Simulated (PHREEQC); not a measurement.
# Leach liquor

Make-up at 70 °C: 0.0029 mol HCl, 4.5e-05 mol Li2SO4 and 9.3e-05 mol NiSO4 per kg of water. Closed to the air; pH follows from the charge balance.

Computed with PHREEQC (ion-association model, wateq4f.dat).

This is a speciation only: nothing precipitates in the calculation.

Problem. What pH does the model give?

Solution. pH 2.57.

Problem. In which forms is Ni present?

Solution. Ni+2 98 %, NiSO4 1.3 %, NiCl+ 0.5 % of the Ni.

Complexes and solids missing from the database can't appear. Constants without temperature data keep their 25 °C values here.
